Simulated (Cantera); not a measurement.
**Ignition delay**

Mixture: 6.94 % CH4, 2.08 % CO, 18.0 % O2, 67.6 % N2, 5.35 % CO2, equivalence ratio 0.83, at 443 Torr, adiabatic and at constant volume. Ignition delay is the time to a rise of 400 K.

Computed with Cantera and GRI-Mech 3.0 (53 species, 325 reactions).

| T0 (K) | delay (ms) |
|---|---|
| 1025 | 1480 |
| 1125 | 249 |
| 1225 | 51.1 |
| 1325 | 12.6 |
| 1425 | 3.73 |
| 1525 | 1.35 |
| 1625 | 0.581 |

| Property | Result |
|---|---|
| apparent activation energy between 1425 and 1625 K | 180 kJ/mol |
